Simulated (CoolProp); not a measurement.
Vapour-liquid equilibrium of isobutene (1) + acetone (2) at 2.89 bar; x and y are mole fractions of (1).

Values from CoolProp's multi-fluid Helmholtz-energy mixture model, Lemmon 2005 and Lemmon 2006; pair parameters Bell 2016.

| x | bubble temperature, mixture model (K) | bubble temperature, Raoult's law (K) | y, mixture model | y, Raoult's law |
|---|---|---|---|---|
| 0.05 | ___ | 356.2 | 0.339 | 0.226 |
| 0.2 | ___ | 338.7 | 0.746 | 0.616 |
| 0.35 | 311.8 | 326.1 | 0.851 | 0.796 |
| 0.5 | 306.4 | 316.5 | 0.892 | 0.889 |
| 0.65 | 303.1 | 309.0 | ___ | 0.942 |
| 0.8 | 300.4 | 303.0 | ___ | 0.974 |
| 0.95 | 297.4 | 297.9 | 0.981 | 0.995 |

Q: Complete the blanks.

A: 
- 0.05, bubble temperature, mixture model (K): 349.7
- 0.2, bubble temperature, mixture model (K): 323.3
- 0.65, y, mixture model: 0.918
- 0.8, y, mixture model: 0.943

The largest gap from Raoult's law is -15.4 K in bubble temperature, at x = 0.2. No azeotrope shows between x = 0.05 and 0.95.

Pair parameters are fitted to limited data, so mixtures are less certain than the pure fluids. With so large a gap from Raoult's law the liquid may split in two, which this calculation doesn't test in full.
